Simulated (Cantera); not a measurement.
Cantera run, input and output.

```python
import numpy as np
import cantera as ct

gas = ct.Solution("gri30.yaml")
gas.TPX = 1500, 110000, {'NO': 0.37, 'N2': 0.28}
reactor = ct.IdealGasConstPressureReactor(gas, energy="off", clone=False)
net = ct.ReactorNet([reactor])
net.rtol, net.atol = 1e-08, 1e-18
show = ['NO', 'N2', 'N2O', 'O', 'O2']
times = np.geomspace(3e-05, 20, 13)

steps = ct.SolutionArray(gas, extra=["t"])
rows = []
print(f"{'t/s':>10s}{'T/K':>9s}{'P/Pa':>11s}" + "".join(f"{s:>11s}" for s in show))
for t in times:
    while net.time < t:
        t_next = net.step()
        steps.append(gas.state, t=t_next)
    rows.append([np.interp(t, steps.t, y) for y in (steps.T, steps.P, *steps(*show).X.T)])
    print(f"{t:10.3e}{rows[-1][0]:9.1f}{rows[-1][1]:11.4g}" + "".join(f"{x:11.3e}" for x in rows[-1][2:]))
rate = np.gradient(steps.T, steps.t)
print("integrator steps:", len(steps.t))
if steps.T.max() > steps.T[0] + 200:
    print(f"time of steepest temperature rise: {steps.t[rate.argmax()]:.4e} s")
gas.TPX = 1500, 110000, {'NO': 0.37, 'N2': 0.28}
gas.equilibrate("TP")
print(f"equilibrium (TP): T = {gas.T:.1f} K  " + "  ".join(f"{s} {gas[s].X[0]:.3e}" for s in show))
```

It prints:

```
       t/s      T/K       P/Pa         NO         N2        N2O          O         O2
 3.000e-05   1500.0    1.1e+05  5.692e-01  4.308e-01  9.822e-08  2.084e-08  1.969e-11
 9.172e-05   1500.0    1.1e+05  5.692e-01  4.308e-01  3.000e-07  2.119e-08  7.812e-11
 2.804e-04   1500.0    1.1e+05  5.692e-01  4.308e-01  9.146e-07  2.165e-08  3.223e-10
 8.572e-04   1500.0    1.1e+05  5.692e-01  4.308e-01  2.772e-06  2.306e-08  1.731e-09
 2.621e-03   1500.0    1.1e+05  5.692e-01  4.308e-01  8.258e-06  2.745e-08  1.333e-08
 8.012e-03   1500.0    1.1e+05  5.692e-01  4.308e-01  2.335e-05  4.125e-08  1.548e-07
 2.449e-02   1500.0    1.1e+05  5.690e-01  4.308e-01  5.696e-05  8.463e-08  2.772e-06
 7.489e-02   1500.0    1.1e+05  5.686e-01  4.310e-01  9.802e-05  1.838e-07  5.677e-05
 2.289e-01   1500.0    1.1e+05  5.675e-01  4.315e-01  1.091e-04  2.449e-07  4.949e-04
 6.999e-01   1500.0    1.1e+05  5.644e-01  4.331e-01  1.080e-04  2.892e-07  1.985e-03
 2.140e+00   1500.0    1.1e+05  5.551e-01  4.377e-01  1.043e-04  3.912e-07  6.475e-03
 6.542e+00   1500.0    1.1e+05  5.286e-01  4.509e-01  9.434e-05  5.922e-07  1.944e-02
 2.000e+01   1500.0    1.1e+05  4.615e-01  4.844e-01  7.155e-05  9.235e-07  5.272e-02
integrator steps: 896
equilibrium (TP): T = 1500.0 K  NO 1.362e-03  N2 7.147e-01  N2O 8.341e-08  O 2.073e-06  O2 2.839e-01
```

Computed with Cantera and GRI-Mech 3.0 (53 species, 325 reactions).
